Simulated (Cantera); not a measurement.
Input (Python, Cantera) and output of one run.

```python
import numpy as np
import cantera as ct

gas_names = """
    N2O N2
""".split()
cond_names = """
    TaC(s) TaC(L) C(gr) Ta2O5(s) Ta2O5(L)
""".split()


# ... load() reads the species with a 1 bar reference pressure and builds the phases ...
species = {s.name: s for s in load("nasa_gas.yaml", gas_names) + load("nasa_condensed.yaml", cond_names)}
# Each term lists the table entries of one substance; the one whose range holds T is used.
reactions = {
    '5 N2O(g) + 2 TaC = 2 C + 5 N2(g) + Ta2O5':
        [(-5, ['N2O']), (-2, ['TaC(s)', 'TaC(L)']), (2, ['C(gr)']), (5, ['N2']), (1, ['Ta2O5(s)', 'Ta2O5(L)'])],
}


def pick(names, T):
    return next(species[n] for n in names if species[n].thermo.min_temp <= T <= species[n].thermo.max_temp)


results = []
for label, terms in reactions.items():
    print(label)
    print("     T/K   dH/kJ  dS/(J/K)   dG/kJ   log10 K")
    for T in [850, 1050, 1250, 1450, 1650, 1850, 2050, 2250, 2450, 2650]:
        used = [(nu, pick(names, T)) for nu, names in terms]
        dH = sum(nu * s.thermo.h(T) for nu, s in used) / 1e6
        dS = sum(nu * s.thermo.s(T) for nu, s in used) / 1e3
        dG = dH - T * dS / 1e3
        logK = -dG * 1e6 / (ct.gas_constant * T * np.log(10))
        results.append((label, T, dH, dS, dG, logK, [s.name for _, s in used]))
        print(f"{T:8g} {dH:8.1f} {dS:8.1f} {dG:8.1f} {logK:8.2f}")
```

Result:

```
5 N2O(g) + 2 TaC = 2 C + 5 N2(g) + Ta2O5
     T/K   dH/kJ  dS/(J/K)   dG/kJ   log10 K
     850  -2157.0    -53.7  -2111.3   129.74
    1050  -2154.7    -51.4  -2100.8   104.51
    1250  -2152.7    -49.5  -2090.7    87.37
    1450  -2150.8    -48.1  -2081.0    74.96
    1650  -2149.2    -47.1  -2071.5    65.58
    1850  -2147.9    -46.4  -2062.1    58.22
    2050  -2147.0    -45.9  -2052.9    52.31
    2250  -2018.1     16.5  -2055.3    47.71
    2450  -2009.7     20.1  -2059.0    43.90
    2650  -2001.9     23.2  -2063.3    40.67
```

Standard-state values (1 bar) from the NASA 1993 polynomials, evaluated with Cantera. TaC: taken at fixed stoichiometry. Condensed species are held in their standard states even where they would react or evaporate.
